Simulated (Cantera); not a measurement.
A closed system holds: 1 mol Cu, a varied amount of CO, 3.1 mol H2, at 0.380 bar.

These are equilibrium values from Cantera (NASA tables, ideal gas, pure condensed phases), not measurements of a reactor. Candidate condensed phases: C, C6H6, C7H8, C8H18, Cu, CuO, Cu(OH)2, Cu2O, H2O; 113 gas species. Kinetics and transport are ignored.

Task: What condenses at these points (T in K, n(CO) in mol): (775, 0.43); (875, 1.3); (1075, 0.98); (775, 0.76); (1075, 0.65)?

Result: 
| T (K) | n(CO) in mol | condensed phases | Cu condensed (%) |
|---|---|---|---|
| 775 | 0.43 | Cu | 100.0 |
| 875 | 1.3 | C + Cu | 100.0 |
| 1075 | 0.98 | C + Cu | 100.0 |
| 775 | 0.76 | C + Cu | 100.0 |
| 1075 | 0.65 | Cu | 100.0 |
